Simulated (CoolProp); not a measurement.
Saturated liquid density (kg/m³) of CH3F (R41): the reference equation beside estimates from Tc = 317.3 K, pc = 59.06 bar, ω = 0.200.

Computed with CoolProp (reference Helmholtz-energy equation of state, Lemmon 2006). It is a short technical equation, of lower accuracy than the large ones.

```json
[
 {"T (K)": "231.5", "reference": "…", "Soave-Redlich-Kwong": "629.8", "Peng-Robinson": "713.8"},
 {"T (K)": "238.2", "reference": "781.6", "Soave-Redlich-Kwong": "614.8", "Peng-Robinson": "697.1"},
 {"T (K)": "245", "reference": "763.7", "Soave-Redlich-Kwong": "…", "Peng-Robinson": "…"},
 {"T (K)": "251.7", "reference": "745.3", "Soave-Redlich-Kwong": "581.5", "Peng-Robinson": "…"},
 {"T (K)": "258.4", "reference": "…", "Soave-Redlich-Kwong": "563.3", "Peng-Robinson": "639.3"},
 {"T (K)": "265.2", "reference": "705.0", "Soave-Redlich-Kwong": "543.4", "Peng-Robinson": "616.7"},
 {"T (K)": "271.9", "reference": "683.0", "Soave-Redlich-Kwong": "522.2", "Peng-Robinson": "592.4"},
 {"T (K)": "278.7", "reference": "…", "Soave-Redlich-Kwong": "498.8", "Peng-Robinson": "…"},
 {"T (K)": "285.4", "reference": "…", "Soave-Redlich-Kwong": "473.4", "Peng-Robinson": "536.0"}
]
```

Question: Fill in the missing entries.

Answer: 
- 231.5, reference: 798.4
- 245, Soave-Redlich-Kwong: 598.5
- 245, Peng-Robinson: 679.0
- 251.7, Peng-Robinson: 659.8
- 258.4, reference: 725.9
- 278.7, reference: 658.9
- 278.7, Peng-Robinson: 565.5
- 285.4, reference: 632.9

Absolute difference from the reference over all 9 rows, mean and median: Soave-Redlich-Kwong 22.7 and 22.4 %, Peng-Robinson 12.4 and 11.9 %.
